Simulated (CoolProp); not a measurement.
Carbonyl sulfide along the isotherm 414.5 K: Z from the reference equation and from simpler models built on Tc = 378.8 K, pc = 6.369 MPa, ω = 0.098; each cubic takes its own stable root.

Model: reference Helmholtz-energy equation of state, Lemmon 2006, in CoolProp. It is a short technical equation, of lower accuracy than the large ones.

```tsv
p (MPa)	phase	reference
1.22	gas	0.9500
2.45	gas	0.8959
3.67	gas	0.8376
4.9	gas	0.7730
6.12	gas	0.7015
7.35	supercritical	0.6198
8.57	supercritical	0.5289
9.8	supercritical	0.4408
11	supercritical	0.3926
12.2	supercritical	0.3813
13.5	supercritical	0.3876
14.7	supercritical	0.4003
15.9	supercritical	0.4161
```

### Question
How far does each simpler model (Redlich-Kwong, Peng-Robinson) lie from the reference over these 13 states: mean and median of the absolute difference, and the worst?

### Answer
- Redlich-Kwong: mean 4.3 %, median 0.4 %, worst +11.0 % at 414.5 K and 13.5 MPa
- Peng-Robinson: mean 3.1 %, median 2.9 %, worst +5.9 % at 414.5 K and 12.2 MPa
